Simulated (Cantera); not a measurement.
An adiabatic, constant-volume homogeneous reactor starts with CH₃OH : O₂ : N₂ = 1 : 1.72 : 6.48 (molar parts), equivalence ratio 0.87, at 1375 K and 11.8 atm. Integrator tolerance rtol = 1e-08.

Detailed kinetics in Cantera: GRI-Mech 3.0 (53 species, 325 reactions). GRI-Mech 3.0 was tuned for natural gas; its chemistry of methanol as a main component is partial and can be far from experiment. The pressure lies above the range GRI-Mech 3.0 was tuned for (to about 10 atm). Above 3000 K some thermodynamic fits are extrapolated.

**Question.** What does this change do: constant pressure in place of constant volume?

**Answer.** 
| quantity | before | after |
|---|---|---|
| time of steepest temperature rise | 0.104 ms | 0.110 ms |
| temperature at 6.00 s | 2993 K | 2766 K |
| equilibrium temperature | 2993 K | 2766 K |
| x(CH₃OH) at 6.00 s | <1e-12 (gas-phase equilibrium <1e-12) | <1e-12 (gas-phase equilibrium <1e-12) |
| x(O₂) at 6.00 s | 0.0269 (gas-phase equilibrium 0.0269) | 0.0256 (gas-phase equilibrium 0.0256) |
| x(N₂O) at 6.00 s | 4.17e-6 (gas-phase equilibrium 4.17e-6) | 1.96e-6 (gas-phase equilibrium 1.96e-6) |
| x(C₂H₆) at 6.00 s | <1e-12 (gas-phase equilibrium <1e-12) | <1e-12 (gas-phase equilibrium <1e-12) |
| x(H₂) at 6.00 s | 0.00912 (gas-phase equilibrium 0.00912) | 0.00652 (gas-phase equilibrium 0.00652) |
| x(C₂H₂) at 6.00 s | <1e-12 (gas-phase equilibrium <1e-12) | <1e-12 (gas-phase equilibrium <1e-12) |
| x(CH₄) at 6.00 s | <1e-12 (gas-phase equilibrium <1e-12) | <1e-12 (gas-phase equilibrium <1e-12) |
